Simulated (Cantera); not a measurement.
Hydrocarbon pyrolysis for carbon deposition

An isothermal, constant-pressure homogeneous reactor starts with 20.0 % C₂H₆, 80.0 % N₂, at 1575 K and 750 Torr.

Detailed kinetics in Cantera: GRI-Mech 3.0 (53 species, 325 reactions). GRI-Mech 3.0 stops at C3 and has no aromatics, soot or wall deposition, so with more carbon than oxygen in the feed, carbon stays in small species such as C2H2 where larger ones or solid carbon would form.

```tsv
t (s)	x C₂H₆	x CH₄	x HCN	x CH₃	x H₂	x C₂H₂
3.00e-5	0.139	0.0140	4.33e-8	0.00410	0.0354	0.00139
8.54e-5	0.0625	0.0370	6.74e-8	0.00283	0.0868	0.0108
0.000243	0.00812	0.0568	8.11e-8	0.000977	0.140	0.0397
0.000693	0.000534	0.0583	8.14e-8	0.000252	0.169	0.0680
0.00197	6.45e-5	0.0573	8.00e-8	0.000101	0.187	0.0871
0.00562	3.61e-5	0.0559	7.84e-8	8.48e-5	0.204	0.107
0.0160	2.73e-5	0.0541	7.76e-8	8.00e-5	0.216	0.119
0.0456	2.41e-5	0.0512	7.80e-8	7.58e-5	0.221	0.121
0.130	1.90e-5	0.0444	7.95e-8	6.68e-5	0.229	0.123
0.370	1.18e-5	0.0327	8.38e-8	5.10e-5	0.243	0.127
1.05	7.11e-6	0.0218	9.46e-8	3.57e-5	0.256	0.131
3.00	6.16e-6	0.0189	1.23e-7	3.15e-5	0.259	0.132
```
x: mole fraction; the columns are a selection and need not sum to one.

Equilibrium at this temperature and pressure: C₂H₆ 3.92e-6, CH₄ 0.0152, HCN 0.109, CH₃ 2.51e-5, H₂ 0.265, C₂H₂ 0.0806 (gas phase only).
